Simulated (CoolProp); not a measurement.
Vapour-liquid equilibrium of carbon dioxide (1) + R123 (2) at 271.4 K; x and y are mole fractions of (1).

Values from CoolProp's multi-fluid Helmholtz-energy mixture model, Span 1996 and Younglove 1994; pair parameters Bell 2016.

```tsv
x	bubble pressure, mixture model (bar)	bubble pressure, Raoult's law (bar)	y, mixture model	y, Raoult's law
0.05	…	1.949	0.795	0.853
0.15	3.684	5.246	…	0.951
0.25	5.968	8.542	0.954	0.974
0.35	8.455	11.84	…	0.983
0.45	11.25	15.13	…	0.989
0.55	14.43	18.43	0.985	0.993
0.65	18.01	21.73	0.990	0.995
0.75	21.98	25.02	0.993	0.997
0.85	26.26	28.32	0.996	0.998
0.95	30.82	31.62	…	1.000
```

Some entries are withheld; supply them.


- 0.05, bubble pressure, mixture model (bar): 1.455
- 0.15, y, mixture model: 0.922
- 0.35, y, mixture model: 0.969
- 0.45, y, mixture model: 0.979
- 0.95, y, mixture model: 0.999

The largest gap from Raoult's law is -30.1 % in bubble pressure, at x = 0.25. No azeotrope shows between x = 0.05 and 0.95.

The pair parameters rest on a limited set of measurements; away from them the model extrapolates.
